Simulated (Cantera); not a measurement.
# CO₂ + O₂ (abatement and gas-phase synthesis)

A closed system holds: 1 mol CO₂, 0.21 mol O₂, at 3298.15 K.

Equilibrium computed with Cantera from the NASA thermochemical tables; the gas is ideal and each condensed phase is pure. Candidate condensed phases: C; 12 gas species. The ideal-gas law is rough above about 30 bar. Equilibrium is a limit: real reactors are often held back by kinetics, nucleation or transport.

```tsv
P (Pa)	x CO₂	x O	x CO	x O₂	x O₃	x C
10	9.49e-5	0.586	0.413	0.000417	<1e-12	8.49e-7
120	0.00113	0.579	0.415	0.00489	2.93e-11	7.18e-8
1400	0.0121	0.518	0.425	0.0455	2.85e-9	7.06e-9
17000	0.0862	0.296	0.437	0.181	7.85e-8	1.05e-9
210000	0.290	0.101	0.350	0.259	4.74e-7	1.99e-10
2500000	0.538	0.0280	0.196	0.238	1.44e-6	3.37e-11
30000000	0.709	0.00746	0.0809	0.203	3.92e-6	4.35e-12
```
x: gas mole fraction; nothing condenses.

From 10.0 Pa to 3.00e7 Pa nothing is condensed. The main C-bearing gas is CO at 10.0 Pa and CO₂ at 3.00e7 Pa.
